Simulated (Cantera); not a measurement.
A perfectly stirred reactor is fed with 11.5 % CH₄, 1.73 % C₂H₆, 18.2 % O₂, 68.5 % N₂, at 1.01 bar; it is adiabatic with a 750 K inlet, and is followed from long to short residence time, starting on the burning branch (τ in s: 0.18, 0.096, 0.051, 0.027, 0.014, 0.0075, 0.004, 0.0021, 0.0011, 0.00059, 0.00031, 0.00016, 8.7e-05).

Model: GRI-Mech 3.0 (53 species, 325 reactions), integrated in Cantera.

### Question
Predict: blow-out, bracketed by the residence times tried; x(CH₄) at τ = 0.180 s; x(C₂H₆) at τ = 0.180 s; x(O₂) at τ = 0.180 s; x(H) at τ = 0.180 s; x(CH₂CO) at τ = 0.180 s; x(CH₄) at τ = 4.00 ms; x(C₂H₆) at τ = 4.00 ms; x(O₂) at τ = 4.00 ms; x(H) at τ = 4.00 ms; x(CH₂CO) at τ = 4.00 ms.

### Answer
```
Property                                                                        Value
------------------------------------------------  -----------------------------------
blow-out, bracketed by the residence times tried  burning at 0.160 ms, out at 87.0 µs
x(CH₄) at τ = 0.180 s                                                         6.14e-5
x(C₂H₆) at τ = 0.180 s                                                        6.03e-8
x(O₂) at τ = 0.180 s                                                          3.19e-5
x(H) at τ = 0.180 s                                                           0.00200
x(CH₂CO) at τ = 0.180 s                                                       1.16e-7
x(CH₄) at τ = 4.00 ms                                                        0.000681
x(C₂H₆) at τ = 4.00 ms                                                        2.46e-6
x(O₂) at τ = 4.00 ms                                                         0.000726
x(H) at τ = 4.00 ms                                                           0.00334
x(CH₂CO) at τ = 4.00 ms                                                       4.51e-6
```
